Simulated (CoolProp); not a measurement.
Aqueous lithium chloride as a coolant, at 10 °C, 1 atm.

Computed with CoolProp (Melinder's fits for secondary coolants).

| mass % | freezing point (°C) | cp (kJ/(kg K)) | conductivity (W/(m K)) | Prandtl number | density (kg/m³) |
|---|---|---|---|---|---|
| 2.6 | -2.2 | 4.045 | 0.574 | 9.99 | 1015 |
| 5.3 | ___ | 3.897 | 0.568 | 10.6 | 1031 |
| 8 | -9.1 | 3.754 | 0.562 | ___ | 1046 |
| 10.7 | -13.5 | 3.616 | 0.557 | 12.0 | ___ |
| 13.4 | -19.4 | 3.483 | ___ | 12.9 | 1078 |
| 16.1 | -27.6 | ___ | ___ | 14.0 | 1094 |
| 18.9 | -38.8 | 3.239 | 0.541 | 15.3 | 1111 |
| 21.6 | -51.6 | 3.144 | 0.535 | ___ | 1128 |

**Question.** Some entries are withheld; supply them.

**Answer.** 
- 5.3, freezing point (°C): -5.4
- 8, Prandtl number: 11.2
- 10.7, density (kg/m³): 1062
- 13.4, conductivity (W/(m K)): 0.551
- 16.1, cp (kJ/(kg K)): 3.357
- 16.1, conductivity (W/(m K)): 0.546
- 21.6, Prandtl number: 16.9
